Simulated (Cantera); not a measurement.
What does this Cantera script print?

```python
import numpy as np
import cantera as ct

gas_names = """
    C CH CH2 CH3 CH2OH CH3O CH4 CH3OH CO CO2 COOH C2 C2H CHCO,ketyl C2H2,acetylene C2H2,vinylidene
    CH2CO,ketene C2H3,vinyl CH3CO,acetyl C2H4 C2H4O,ethylen CH3CHO,ethanal CH3COOH (HCOOH)2 C2H5 C2H6
    CH3OCH3 C2H5OH C2O C3 C3H3,propargyl C3H4,allene C3H4,propyne C3H4,cyclo- C3H5,allyl C3H6,propylene
    C3H6,cyclo- C3H6O C3H7,n-propyl C3H7,i-propyl C3H8 C3H8O,1propanol C3H8O,2propanol C3O2 C4 C4H2
    C4H4,1,3-cyclo- C4H6,butadiene C4H6,2-butyne C4H6,cyclo- C4H8,1-butene C4H8,cis2-buten
    C4H8,tr2-butene C4H8,isobutene C4H8,cyclo- (CH3COOH)2 C4H9,n-butyl C4H9,i-butyl C4H9,s-butyl
    C4H9,t-butyl C4H10,isobutane C4H10,n-butane C5 C5H6,1,3cyclo- C5H8,cyclo- C5H10,1-pentene
    C5H10,cyclo- C5H11,pentyl C5H11,t-pentyl C5H12,n-pentane C5H12,i-pentane CH3C(CH3)2CH3 C6H2
    C6H5,phenyl C6H5O,phenoxy C6H6 C6H5OH,phenol C6H10,cyclo- C6H12,1-hexene C6H12,cyclo- C6H13,n-hexyl
    C7H7,benzyl C7H8 C7H8O,cresol C7H14,1-heptene C7H15,n-heptyl C7H16,n-heptane C8H8,styrene
    C8H10,ethylbenz C8H16,1-octene C8H17,n-octyl C8H18,isooctane C8H18,n-octane C9H19,n-nonyl
    C10H8,naphthale C10H21,n-decyl C12H9,o-bipheny C12H10,bipheny H HCO HO2 H2 HCHO,formaldehy HCOOH H2O
    H2O2 O OH O2 O3 Si SiC SiC2 SiC4H12 SiH SiH2 SiH3 SiH4 SiO SiO2 Si2 Si2C Si3
""".split()
cond_names = """
    C(gr) C6H6(L) C7H8(L) C8H18(L),n-octa H2O(s) H2O(L) Si(cr) Si(L) SiC(b) SiO2(Lqz) SiO2(hqz) SiO2(L)
""".split()


def load(file, names, dense=False):
    # The tables refer to 1 bar. Condensed volumes are neglected.
    table = {s.name: s for s in ct.Species.list_from_file(file)}
    out = []
    for n in names:
        d = dict(table[n].input_data)
        d["thermo"] = dict(d["thermo"], **{"reference-pressure": 1e5})
        if dense:
            d["equation-of-state"] = {"model": "constant-volume", "density": "1e6 g/cm^3"}
        out.append(ct.Species.from_dict(d))
    return out


gas = ct.Solution(thermo="ideal-gas", species=load("nasa_gas.yaml", gas_names))
cond = {s.name: ct.Solution(thermo="fixed-stoichiometry", species=[s], name=s.name)
        for s in load("nasa_condensed.yaml", cond_names, dense=True)}
atoms = {
    'SiC': {'Si': 1, 'C': 1},
    'CO2': {'C': 1, 'O': 2},
    'H2': {'H': 2},
}
top_T = {'C(gr)': 4500, 'SiC(b)': 3050}  # K; cautious upper limits of use, not melting points


def equilibrate(T, P, feed):
    n = {}
    for name, mol in feed.items():
        for a, k in atoms[name].items():
            n[a] = n.get(a, 0.0) + k * mol
    gas.TPX = T, P, n
    mass = sum(n.values()) * gas.mean_molecular_weight
    gas.equilibrate("TP")
    valid = [c for c in cond.values() if c.min_temp <= T <= top_T.get(c.name, c.max_temp)]
    mix = ct.Mixture([(gas, mass / gas.mean_molecular_weight)] + [(c, 0.0) for c in valid])
    mix.T, mix.P = T, P
    mix.equilibrate("TP", solver="vcs", rtol=1e-11, max_steps=5000)
    return mix


results = []
feed = {'SiC': 1, 'CO2': 2.6, 'H2': 18}  # mol
P = 13332.2  # Pa
for T in [1348, 1373, 1398, 1423, 1448, 1473, 1498, 1523, 1548]:
    mix = equilibrate(T, P, feed)
    results.append((T, P, feed, dict(zip(mix.species_names, mix.species_moles))))

top = {s: max(r[3][s] / sum(r[3][g] for g in gas_names) for r in results) for s in gas_names}
cols = sorted((s for s in top if top[s] > 0.0001), key=lambda s: -top[s])[:8]
seen = [c for c in cond_names if any(r[3].get(c, 0) > 1e-12 for r in results)]
print("log10 of partial pressures in bar; condensed amounts in mol")
print(f"{'T/K':>10s}" + "".join(f"{s[:9]:>10s}" for s in cols + seen))
for T, P, feed, n in results:
    ng = sum(n[g] for g in gas_names)
    print(f"{T:10.4g}" + "".join(f"{np.log10(max(n[s] / ng * P / 1e5, 1e-99)):10.3f}" for s in cols)
          + "".join(f"{n.get(c, 0):10.4g}" for c in seen))
```

Output:

```
log10 of partial pressures in bar; condensed amounts in mol
       T/K        H2        CO       SiO       CH4     C(gr)    SiC(b) SiO2(hqz)
      1348    -0.946    -1.696    -6.967    -4.127    0.3904         0         1
      1373    -0.946    -1.696    -6.487    -4.191    0.3915         0    0.9999
      1398    -0.946    -1.696    -6.026    -4.253    0.3923         0    0.9999
      1423    -0.946    -1.696    -5.580    -4.312    0.3929         0    0.9996
      1448    -0.946    -1.696    -5.151    -4.370    0.3929         0    0.9989
      1473    -0.946    -1.696    -4.737    -4.425    0.3917         0    0.9971
      1498    -0.952    -1.667    -4.370    -4.494         0    0.1295    0.8637
      1523    -0.952    -1.667    -4.097    -4.660         0     0.128    0.8591
      1548    -0.952    -1.667    -3.833    -4.821         0    0.1248    0.8515
```

Method: chemical equilibrium by Gibbs-energy minimisation in Cantera with the NASA 1993 tables (ideal gas, pure condensed phases). Mutual solubility and eutectic melting of coexisting phases are not modelled. The tables hold silica as quartz up to 1696 K and as liquid above; real silica turns to tridymite and cristobalite and melts near 1996 K.
